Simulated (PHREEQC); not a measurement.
0.06 g of hydrous ferric oxide (600 m²/g; 0.2 weak and 0.005 strong sites per Fe, Dzombak-Morel constants, diffuse double layer) in 1 kg of water with 0.1 mol/kgw of an inert sodium salt and 6.5e-07 mol PbCl2, at 25 °C; the pH is set by adding NaOH or the inert anion's acid. Oxygen is held at 0.21 atm. CO2 from the air is kept out. No solid was allowed to form.

Equilibrium calculation in PHREEQC: ion-association model, wateq4f.dat.

```
pH   Pb sorbed (%)  surface charge σ (C/m²)  surface potential ψ (mV)
---  -------------  -----------------------  ------------------------
3              0.3                    0.363                       153
3.5            2.6                    0.350                       151
4             19.4                    0.321                       147
4.5           65.0                    0.273                       138
5             93.3                    0.215                       126
5.5           99.0                    0.159                       111
6.5          100.0                    0.074                        74
7            100.0                    0.045                        53
7.5          100.0                    0.023                        30
8            100.0                    0.004                         6
8.5          100.0                   -0.014                       -18
9            100.0                   -0.034                       -42
```

The oxide is taken as insoluble; below pH 4 it would dissolve.
